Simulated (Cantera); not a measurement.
Mixture: CH4 : O2 : N2 = 1 : 5 : 15.5 (molar parts), at 2.80 bar, adiabatic and at constant volume. Ignition delay is the time to a rise of 400 K.

Detailed kinetics in Cantera: GRI-Mech 3.0 (53 species, 325 reactions).

What does this change do: pressure from 2.80 bar to 0.380 bar?


```csv
quantity,before,after
delay at 1023 K,0.135 s,0.972 s
delay at 1223 K,6.89 ms,36.3 ms
delay at 1423 K,0.670 ms,3.34 ms
delay at 1623 K,0.117 ms,0.682 ms
apparent activation energy between 1523 and 1723 K,160 kJ/mol,150 kJ/mol
```
